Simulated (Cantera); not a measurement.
Input: 1 mol Al(CH3)3, 9.8 mol N2O, 3.8 mol H2, held at 1327 °C and 7200 Pa.

Method: chemical equilibrium by Gibbs-energy minimisation in Cantera with the NASA 1993 tables (ideal gas, pure condensed phases). Candidate condensed phases: Al, AlN, Al2O3, C, C6H6, C7H8, C8H18, H2O; 148 gas species. The feed counts by its element totals alone. Gases not in the tables: Al(OH)3. Kinetics and transport are ignored.

Problem. What is the equilibrium state?

Solution. 
```
Property                                    Value
--------------------------------------  ---------
x(N2)                                       0.464
x(H2O)                                      0.211
x(H2)                                       0.182
x(CO)                                       0.102
x(CO2)                                     0.0397
x(H)                                      8.64e-5
x(OH)                                     3.94e-6
n(Al2O3(s))                             0.500 mol
gas amount                              21.10 mol
log10 activity of C(graphite) (absent)      -5.26
log10 activity of Al(l) (absent)           -11.32
```
